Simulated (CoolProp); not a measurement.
Model: reference Helmholtz-energy equation of state, Span 2000, in CoolProp.

Problem. Give the vapour pressure (MPa), enthalpy of vaporisation (kJ/kg), liquid cp (kJ/(kg K)), liquid viscosity (µPa s) of saturated nitrogen at -170.35, -166.95, -161.85 °C.

Solution. 
| T (°C) | p (MPa) | enthalpy of vaporisation (kJ/kg) | liquid cp (kJ/(kg K)) | liquid viscosity (µPa s) |
|---|---|---|---|---|
| -170.35 | 0.940 | 154 | 2.40 | 69.7 |
| -166.95 | 1.17 | 146 | 2.53 | 63.0 |
| -161.85 | 1.58 | 130 | 2.84 | 53.7 |

Viscosity comes from a separate model (Lemmon 2004).
